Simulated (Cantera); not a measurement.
SiHCl3 + NH3 + H2 (silicon nitride deposition)

Feed: 1 mol SiHCl3, 0.62 mol NH3, 12 mol H2, held at 0.240 bar.

These are equilibrium values from Cantera (NASA tables, ideal gas, pure condensed phases), not measurements of a reactor. Candidate condensed phases: NH4Cl, Si, Si3N4; 28 gas species. The tables' values for SiCl3 are old estimates; treat these amounts as uncertain. Kinetics and transport are ignored.

```tsv
T (°C)	x H2	x HCl	x SiCl2	x SiCl4	x SiHCl3	x SiCl3	x N2	x SiH2Cl2	n Si3N4(s)
952	0.885	0.0781	0.00346	0.0222	0.00785	0.00312	2.71e-6	0.000371	0.155
1002	0.877	0.0858	0.00705	0.0177	0.00730	0.00438	5.74e-6	0.000418	0.155
1052	0.869	0.0948	0.0119	0.0129	0.00607	0.00532	1.46e-5	0.000408	0.155
1102	0.860	0.104	0.0173	0.00861	0.00455	0.00569	4.06e-5	0.000356	0.155
1152	0.852	0.111	0.0223	0.00525	0.00314	0.00545	0.000115	0.000288	0.154
1202	0.847	0.116	0.0265	0.00298	0.00205	0.00482	0.000315	0.000222	0.153
1252	0.843	0.119	0.0300	0.00162	0.00130	0.00405	0.000791	0.000168	0.149
1302	0.841	0.118	0.0334	0.000865	0.000821	0.00332	0.00177	0.000129	0.142
```
x: gas mole fraction; n: condensed amount in mol.

From 952 °C to 1302 °C the condensed part is Si3N4(s). The main Si-bearing gas is SiCl4 at 952 °C and SiCl2 at 1302 °C.
